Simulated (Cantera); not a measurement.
A perfectly stirred reactor is fed with H₂ : O₂ : N₂ : H₂O = 1 : 0.962 : 4.04 : 0.14 (molar parts), at 500000 Pa; it is adiabatic with a 823 K inlet, and is followed from long to short residence time, starting on the burning branch (τ in s: 0.07, 0.026, 0.0096, 0.0035, 0.0013, 0.00048, 0.00018, 6.6e-05, 2.5e-05, 9.1e-06).

Computed with Cantera and GRI-Mech 3.0 (53 species, 325 reactions). The hydrogen kinetics of GRI-Mech 3.0 are dated; newer H2 mechanisms differ, most at raised pressure.

x: mole fraction; the columns are a selection and need not sum to one.

| τ (s) | T (K) | x H₂ | x O₂ | x H₂O | x NO | x NO₂ | x OH | x H₂O₂ |
|---|---|---|---|---|---|---|---|---|
| 0.070 | 2001 | 0.000112 | 0.0813 | 0.201 | 0.000220 | 5.47e-7 | 0.00162 | 2.49e-7 |
| 0.026 | 2001 | 0.000143 | 0.0814 | 0.201 | 9.78e-5 | 2.58e-7 | 0.00174 | 2.65e-7 |
| 0.0096 | 1999 | 0.000215 | 0.0813 | 0.201 | 5.11e-5 | 1.50e-7 | [?] | 3.03e-7 |
| 0.0035 | 1995 | 0.000372 | 0.0812 | 0.200 | 3.31e-5 | 1.11e-7 | [?] | 3.83e-7 |
| 0.0013 | 1988 | 0.000683 | 0.0811 | 0.199 | 2.55e-5 | 9.37e-8 | [?] | 5.22e-7 |
| 0.00048 | 1976 | 0.00129 | 0.0809 | 0.198 | 2.08e-5 | 7.48e-8 | [?] | 7.42e-7 |
| 0.00018 | 1956 | 0.00240 | 0.0807 | 0.196 | 1.73e-5 | 5.45e-8 | [?] | 1.06e-6 |
| 6.6e-5 | 1920 | 0.00446 | 0.0808 | 0.192 | 1.55e-5 | 3.99e-8 | [?] | 1.52e-6 |
| 2.5e-5 | 1861 | 0.00796 | 0.0814 | 0.186 | 1.55e-5 | 3.23e-8 | 0.00871 | 2.20e-6 |
| 9.1e-6 | 1762 | 0.0146 | 0.0837 | 0.175 | 1.49e-5 | 2.50e-8 | 0.00937 | 3.59e-6 |

### Question
Some entries are withheld; supply them.

### Answer

- 0.0096, x OH: 0.00200
- 0.0035, x OH: 0.00249
- 0.0013, x OH: 0.00326
- 0.00048, x OH: 0.00434
- 0.00018, x OH: 0.00570
- 6.6e-5, x OH: 0.00730
